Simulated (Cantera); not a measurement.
Input (Python, Cantera):

```python
import numpy as np
import cantera as ct

gas = ct.Solution("h2o2.yaml")
gas.TPX = 348, 24000, {'H2': 1, 'O2': 0.714, 'N2': 2.69}
flame = ct.FreeFlame(gas, width=0.11)
flame.set_refine_criteria(ratio=3, slope=0.08, curve=0.16)
flame.transport_model = "mixture-averaged"
flame.solve(loglevel=0, auto=True)
z, T = flame.grid, flame.T
thick = (T[-1] - T[0]) / np.gradient(T, z).max()
show = ['H2', 'O2', 'HO2', 'OH', 'H', 'H2O2']
print(f"laminar burning velocity  {flame.velocity[0] * 100:.3f} cm/s")
print(f"burnt temperature         {T[-1]:.1f} K")
print(f"thermal thickness         {thick * 1e3:.4f} mm")
print(f"grid points               {len(z)}")
z0 = z[flame.heat_release_rate.argmax()]
print(f"{'z/mm':>9s}{'T/K':>9s}{'u/(m/s)':>9s}" + "".join(f"{s:>11s}" for s in show))
rows = []
for k in (-3, -2, -1.5, -1, -0.5, -0.25, 0, 0.25, 0.5, 1, 2, 4, 8):
    zz = z0 + k * thick
    rows.append([k * thick, np.interp(zz, z, T), np.interp(zz, z, flame.velocity),
                 *(np.interp(zz, z, flame.X[gas.species_index(s)]) for s in show)])
    print(f"{rows[-1][0] * 1e3:9.3f}{rows[-1][1]:9.1f}{rows[-1][2]:9.3f}" + "".join(f"{x:11.3e}" for x in rows[-1][3:]))
```

It prints:

```
laminar burning velocity  181.025 cm/s
burnt temperature         2028.7 K
thermal thickness         2.2574 mm
grid points               114
     z/mm      T/K  u/(m/s)         H2         O2        HO2         OH          H       H2O2
   -6.772    348.0    1.810  2.271e-01  1.621e-01  2.083e-13  1.822e-16  3.678e-17  1.549e-14
   -4.515    348.0    1.810  2.271e-01  1.621e-01  1.041e-11  6.282e-15  1.268e-15  8.042e-13
   -3.386    348.0    1.810  2.270e-01  1.621e-01  5.072e-10  1.836e-13  3.682e-14  4.062e-11
   -2.257    348.1    1.810  2.267e-01  1.622e-01  5.759e-08  9.536e-11  1.853e-11  4.744e-09
   -1.129    362.1    1.865  2.187e-01  1.636e-01  6.811e-05  9.658e-06  5.012e-06  7.686e-06
   -0.564    609.4    3.046  1.797e-01  1.597e-01  1.083e-04  7.124e-04  2.920e-03  3.609e-05
    0.000   1015.2    4.929  1.005e-01  1.295e-01  3.863e-05  1.716e-03  2.052e-02  2.239e-06
    0.564   1295.9    6.239  3.631e-02  8.298e-02  1.980e-05  5.558e-03  3.339e-02  2.051e-06
    1.129   1438.2    6.893  2.060e-02  6.733e-02  1.367e-05  8.029e-03  3.069e-02  1.455e-06
    2.257   1582.2    7.527  1.715e-02  6.214e-02  1.004e-05  1.010e-02  2.193e-02  7.718e-07
    4.515   1721.6    8.121  1.421e-02  5.913e-02  7.228e-06  1.130e-02  1.328e-02  3.790e-07
    9.030   1841.2    8.615  1.021e-02  5.692e-02  4.872e-06  1.113e-02  6.798e-03  2.044e-07
   18.059   1931.9    8.981  6.158e-03  5.566e-02  3.017e-06  9.575e-03  2.818e-03  1.225e-07
```

Cantera simulation using the H2/O2 subset of GRI-Mech 3.0, which has no nitrogen chemistry; the numbers are that mechanism's predictions, not measurements. Burning velocities carry a grid error of a few per cent, more on coarse grids.
